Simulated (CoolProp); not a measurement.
Vapour-liquid equilibrium of dimethyl carbonate (1) + cyclohexane (2) at 199.95 °C; x and y are mole fractions of (1).

Values from CoolProp's multi-fluid Helmholtz-energy mixture model, Zhou 2011 and Zhou 2014; pair parameters Bell 2016.

Q: Give the bubble pressure and the first vapour's composition at x = 0.425, 0.65, 0.8. Is there an azeotrope?

A: x = 0.425: 1.713 MPa, y = 0.447; x = 0.65: 1.688 MPa, y = 0.597; x = 0.8: 1.600 MPa, y = 0.722. y crosses x between x = 0.425 and 0.5: the model has an azeotrope there.

The pair parameters rest on a limited set of measurements; away from them the model extrapolates.
